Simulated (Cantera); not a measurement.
Cantera run, input and output.

```python
import numpy as np
import cantera as ct

gas = ct.Solution("h2o2.yaml")
gas.TPX = 425, 100000, {'H2': 1, 'O2': 0.735, 'N2': 2.87}
flame = ct.FreeFlame(gas, width=0.04)
flame.set_refine_criteria(ratio=3, slope=0.08, curve=0.16)
flame.transport_model = "mixture-averaged"
flame.solve(loglevel=0, auto=True)
z, T = flame.grid, flame.T
thick = (T[-1] - T[0]) / np.gradient(T, z).max()
show = ['H2', 'O2', 'H2O', 'O', 'OH', 'HO2']
print(f"laminar burning velocity  {flame.velocity[0] * 100:.3f} cm/s")
print(f"burnt temperature         {T[-1]:.1f} K")
print(f"thermal thickness         {thick * 1e3:.4f} mm")
print(f"grid points               {len(z)}")
z0 = z[flame.heat_release_rate.argmax()]
print(f"{'z/mm':>9s}{'T/K':>9s}{'u/(m/s)':>9s}" + "".join(f"{s:>11s}" for s in show))
rows = []
for k in (-3, -2, -1.5, -1, -0.5, -0.25, 0, 0.25, 0.5, 1, 2, 4, 8):
    zz = z0 + k * thick
    rows.append([k * thick, np.interp(zz, z, T), np.interp(zz, z, flame.velocity),
                 *(np.interp(zz, z, flame.X[gas.species_index(s)]) for s in show)])
    print(f"{rows[-1][0] * 1e3:9.3f}{rows[-1][1]:9.1f}{rows[-1][2]:9.3f}" + "".join(f"{x:11.3e}" for x in rows[-1][3:]))
```

Result:

```
laminar burning velocity  221.361 cm/s
burnt temperature         2028.9 K
thermal thickness         0.3824 mm
grid points               113
     z/mm      T/K  u/(m/s)         H2         O2        H2O          O         OH        HO2
   -1.147    425.0    2.214  2.171e-01  1.596e-01  1.555e-09  4.359e-12  3.702e-14  5.948e-11
   -0.765    425.0    2.213  2.170e-01  1.596e-01  6.757e-08  1.681e-10  1.434e-12  3.137e-09
   -0.574    425.1    2.213  2.166e-01  1.597e-01  7.052e-07  1.536e-09  1.355e-11  3.758e-08
   -0.382    425.7    2.210  2.145e-01  1.602e-01  1.359e-05  2.349e-08  5.182e-10  9.025e-07
   -0.191    467.6    2.375  1.942e-01  1.631e-01  2.440e-03  3.674e-06  2.343e-05  2.084e-04
   -0.096    727.0    3.576  1.515e-01  1.571e-01  2.916e-02  1.848e-04  6.906e-04  2.826e-04
    0.000   1115.7    5.363  8.883e-02  1.283e-01  9.526e-02  2.585e-03  2.003e-03  1.254e-04
    0.096   1399.2    6.677  3.859e-02  8.937e-02  1.627e-01  7.172e-03  5.708e-03  6.845e-05
    0.191   1557.4    7.406  1.955e-02  7.077e-02  1.929e-01  8.987e-03  8.602e-03  4.523e-05
    0.382   1714.5    8.103  1.228e-02  6.281e-02  2.088e-01  7.810e-03  1.046e-02  2.955e-05
    0.765   1844.4    8.658  8.392e-03  6.010e-02  2.193e-01  5.097e-03  1.027e-02  1.835e-05
    1.530   1938.1    9.046  4.645e-03  5.880e-02  2.280e-01  2.687e-03  8.495e-03  9.890e-06
    3.059   1993.1    9.269  2.027e-03  5.855e-02  2.338e-01  1.147e-03  5.979e-03  4.731e-06
```

Model: the H2/O2 subset of GRI-Mech 3.0, which has no nitrogen chemistry, integrated in Cantera. Burning velocities carry a grid error of a few per cent, more on coarse grids. Lean hydrogen flames are cellular in practice and burn faster than this planar one.
